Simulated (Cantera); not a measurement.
Cantera with NASA thermochemical tables; ideal gases at 1 bar, condensed phases pure. Values are per mole of reaction as written; species without (g) are pure solids or liquids, kept so even where they would boil at 1 bar.

3 TiCl4(g) + 2 TiO(g) = TiO2 + 4 TiCl3(g)

| T (K) | ΔH° (kJ) | ΔS° (J/K) | ΔG° (kJ) | log10 K |
|---|---|---|---|---|
| 300 | -921.3 | -213.9 | -857.2 | 149.24 |
| 473 | ? | ? | ? | ? |
| 523 | -919.7 | -210.2 | -809.7 | 80.87 |
| 573 | ? | ? | ? | ? |
| 623 | -917.9 | -207.3 | -788.8 | 66.14 |
| 673 | -917.0 | -205.8 | -778.5 | 60.42 |
| 723 | -916.1 | -204.5 | -768.2 | 55.50 |
| 773 | -915.1 | -203.2 | -758.0 | 51.22 |
| 823 | -914.1 | -201.9 | -747.9 | 47.47 |
| 873 | ? | ? | ? | ? |
| 923 | -912.1 | -199.6 | -727.8 | 41.19 |

Question: Fill in the missing entries.

Answer: 
- 473, ΔH° (kJ): -920.4
- 473, ΔS° (J/K): -211.7
- 473, ΔG° (kJ): -820.2
- 473, log10 K: 90.58
- 573, ΔH° (kJ): -918.8
- 573, ΔS° (J/K): -208.7
- 573, ΔG° (kJ): -799.2
- 573, log10 K: 72.86
- 873, ΔH° (kJ): -913.1
- 873, ΔS° (J/K): -200.8
- 873, ΔG° (kJ): -737.8
- 873, log10 K: 44.15
